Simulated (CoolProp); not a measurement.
A closed Brayton cycle with dry air: compressor inlet 323.15 K and 7 MPa, high pressure 13.7 MPa, turbine inlet 920 K, compressor efficiency 0.85, turbine efficiency 0.85, recuperator effectiveness 0.9 (on enthalpy, no pinch check). Each further row changes one setting.

Computed with CoolProp (reference Helmholtz-energy equation of state, Lemmon 2000). It is a pseudo-pure fit of the blend.

```tsv
case	thermal efficiency (%)	net work (kJ/kg)	compressor to turbine work	compressor exit (K)	turbine exit (K)
as stated	31.8	60.6	0.58	404.4	795.5
turbine inlet 870 K	29.7	52.9	0.61	404.4	751.1
compressor inlet 333.15 K	30.7	57.8	0.60	416.8	795.5
high pressure 11.6 MPa	30.6	49.4	0.55	382.8	824.6
recuperator effectiveness 0.5	16.9	60.6	0.58	404.4	795.5
```
